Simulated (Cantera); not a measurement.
Charge: 1 mol Ti(NMe₂)₄, 2.4 mol O₂, 7.1 mol H₂O, at 1150 K and 4.88 Torr.

Method: chemical equilibrium by Gibbs-energy minimisation in Cantera with the NASA 1993 tables (ideal gas, pure condensed phases). Candidate condensed phases: C, C₆H₆, C₇H₈, C₈H₁₈, H₂O, Ti, TiC, TiN, TiO, TiO₂, Ti₂O₃, Ti₃O₅, Ti₄O₇; 139 gas species. The feed counts by its element totals alone. Rates play no part.

Base state: H₂ 0.608, CO 0.258, N₂ 0.0687, H₂O 0.0481, CO₂ 0.0172 (mole fractions); condensed: TiO₂(rutile).

Problem. What changes in the equilibrium state with this change: temperature from 1150 K to 2123.15 K?

Solution. 
| species | before | after |
|---|---|---|
| H₂ | 0.608 | 0.562 |
| CO | 0.258 | 0.264 |
| N₂ | 0.0687 | 0.0675 |
| H | 7.22e-7 | 0.0334 |
| H₂O | 0.0481 | 0.0659 |
| CO₂ | 0.0172 | 0.00616 |
| TiO₂ | <1e-9 | 0.000147 |
| OH | <1e-9 | 0.000484 |
| TiO | <1e-9 | 2.47e-5 |
| O | <1e-9 | 2.04e-5 |
| TiO₂(rutile), mol | 1.00 | 0 |
| Ti₄O₇(l), mol | 0 | 0.249 |
Condensed phases not in the tables: Magnéli phases beyond Ti₄O₇.
